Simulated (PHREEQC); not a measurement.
Dissolve 89 mmol/kgw NH4HCO3 at 25 °C. Closed to the air; pH follows from the charge balance.

Model: ion-association model, phreeqc.dat, run in PHREEQC.

Q: The ionic strength comes out as 0.0873 mol/kgw. What activity coefficients do HCO3-, CO3-2, NH4+ get?

A: HCO3- 0.80, CO3-2 0.40, NH4+ 0.76.

No solid was allowed to form. Species that the database lacks are ignored. Carbamate, which ammonia and carbonate form, is missing from the database.
